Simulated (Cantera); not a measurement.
Cantera run, input and output.

```python
import numpy as np
import cantera as ct

gas = ct.Solution("gri30.yaml")
gas.TPX = 1350, 74, {'C2H6': 1, 'N2': 79}
reactor = ct.IdealGasConstPressureReactor(gas, energy="off", clone=False)
net = ct.ReactorNet([reactor])
net.rtol, net.atol = 1e-08, 1e-18
show = ['C2H6', 'C2H2', 'H', 'CH2', 'CH3', 'HCN']
times = np.geomspace(0.0002, 70, 11)

steps = ct.SolutionArray(gas, extra=["t"])
rows = []
print(f"{'t/s':>10s}{'T/K':>9s}{'P/Pa':>11s}" + "".join(f"{s:>11s}" for s in show))
for t in times:
    while net.time < t:
        t_next = net.step()
        steps.append(gas.state, t=t_next)
    rows.append([np.interp(t, steps.t, y) for y in (steps.T, steps.P, *steps(*show).X.T)])
    print(f"{t:10.3e}{rows[-1][0]:9.1f}{rows[-1][1]:11.4g}" + "".join(f"{x:11.3e}" for x in rows[-1][2:]))
rate = np.gradient(steps.T, steps.t)
print("integrator steps:", len(steps.t))
if steps.T.max() > steps.T[0] + 200:
    print(f"time of steepest temperature rise: {steps.t[rate.argmax()]:.4e} s")
gas.TPX = 1350, 74, {'C2H6': 1, 'N2': 79}
gas.equilibrate("TP")
print(f"equilibrium (TP): T = {gas.T:.1f} K  " + "  ".join(f"{s} {gas[s].X[0]:.3e}" for s in show))
```

Result:

```
       t/s      T/K       P/Pa       C2H6       C2H2          H        CH2        CH3        HCN
 2.000e-04   1350.0         74  1.250e-02  8.269e-18  2.457e-10  3.223e-14  2.153e-06  6.631e-21
 7.169e-04   1350.0         74  1.250e-02  9.040e-16  1.431e-09  1.564e-12  7.712e-06  3.022e-19
 2.569e-03   1350.0         74  1.249e-02  1.240e-13  2.375e-08  7.219e-11  2.756e-05  1.572e-17
 9.210e-03   1350.0         74  1.245e-02  2.528e-11  4.831e-07  3.227e-09  9.757e-05  2.339e-14
 3.301e-02   1350.0         74  1.226e-02  1.988e-08  7.582e-06  1.100e-07  3.326e-04  1.954e-10
 1.183e-01   1350.0         74  1.065e-02  1.327e-05  4.145e-05  9.263e-07  1.054e-03  5.263e-08
 4.241e-01   1350.0         74  3.000e-03  1.073e-03  1.220e-04  2.282e-06  1.608e-03  4.613e-07
 1.520e+00   1350.0         74  1.783e-05  6.669e-03  7.599e-05  4.986e-07  2.747e-04  1.147e-06
 5.449e+00   1350.0         74  1.334e-06  9.472e-03  2.826e-05  7.049e-08  8.456e-05  1.240e-06
 1.953e+01   1350.0         74  4.331e-07  1.061e-02  1.498e-05  1.861e-08  4.083e-05  1.264e-06
 7.000e+01   1350.0         74  1.725e-07  1.087e-02  8.944e-06  6.309e-09  2.275e-05  1.279e-06
integrator steps: 1072
equilibrium (TP): T = 1350.0 K  C2H6 3.395e-14  C2H2 2.266e-03  H 1.377e-05  CH2 2.897e-12  CH3 7.693e-09  HCN 1.986e-02
```

Cantera simulation using GRI-Mech 3.0 (53 species, 325 reactions); the numbers are that mechanism's predictions, not measurements. GRI-Mech 3.0 stops at C3 and has no aromatics, soot or wall deposition, so with more carbon than oxygen in the feed, carbon stays in small species such as C2H2 where larger ones or solid carbon would form. Radical loss at walls, strong at low pressure, is not modelled.
